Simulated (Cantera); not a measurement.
An adiabatic, constant-pressure homogeneous reactor starts with C3H8 : O2 : N2 = 1 : 7.46 : 53 (molar parts), at 1798 K and 7500 Torr. Integrator tolerance rtol = 1e-08.

Computed with Cantera and GRI-Mech 3.0 (53 species, 325 reactions). GRI-Mech 3.0 was tuned for natural gas; its chemistry of propane as a main component is partial and can be far from experiment.

Problem. What does this change do: initial temperature 1798 to 1448 K?

Solution. 
| quantity | before | after |
|---|---|---|
| time of steepest temperature rise | 2.98 µs | 52.3 µs |
| temperature at 0.300 s | 2565 K | 2284 K |
| equilibrium temperature | 2565 K | 2284 K |
| x(C3H8) at 0.300 s | <1e-12 (gas-phase equilibrium <1e-12) | <1e-12 (gas-phase equilibrium <1e-12) |
| x(O2) at 0.300 s | 0.0344 (gas-phase equilibrium 0.0344) | 0.0360 (gas-phase equilibrium 0.0360) |
| x(C2H) at 0.300 s | <1e-12 (gas-phase equilibrium <1e-12) | <1e-12 (gas-phase equilibrium <1e-12) |
| x(H2O) at 0.300 s | 0.0603 (gas-phase equilibrium 0.0603) | 0.0628 (gas-phase equilibrium 0.0628) |
| x(NO) at 0.300 s | 0.0108 (gas-phase equilibrium 0.0108) | 0.00652 (gas-phase equilibrium 0.00652) |

Problem. What does this change do: pressure from 7500 Torr to 760 Torr?

Solution. 
```json
[
 {"quantity": "time of steepest temperature rise", "before": "2.98 µs", "after": "15.9 µs"},
 {"quantity": "temperature at 0.300 s", "before": "2565 K", "after": "2504 K"},
 {"quantity": "equilibrium temperature", "before": "2565 K", "after": "2504 K"},
 {"quantity": "x(C3H8) at 0.300 s", "before": "<1e-12 (gas-phase equilibrium <1e-12)", "after": "<1e-12 (gas-phase equilibrium <1e-12)"},
 {"quantity": "x(O2) at 0.300 s", "before": "0.0344 (gas-phase equilibrium 0.0344)", "after": "0.0360 (gas-phase equilibrium 0.0360)"},
 {"quantity": "x(C2H) at 0.300 s", "before": "<1e-12 (gas-phase equilibrium <1e-12)", "after": "<1e-12 (gas-phase equilibrium <1e-12)"},
 {"quantity": "x(H2O) at 0.300 s", "before": "0.0603 (gas-phase equilibrium 0.0603)", "after": "0.0575 (gas-phase equilibrium 0.0575)"},
 {"quantity": "x(NO) at 0.300 s", "before": "0.0108 (gas-phase equilibrium 0.0108)", "after": "0.00991 (gas-phase equilibrium 0.00991)"}
]
```
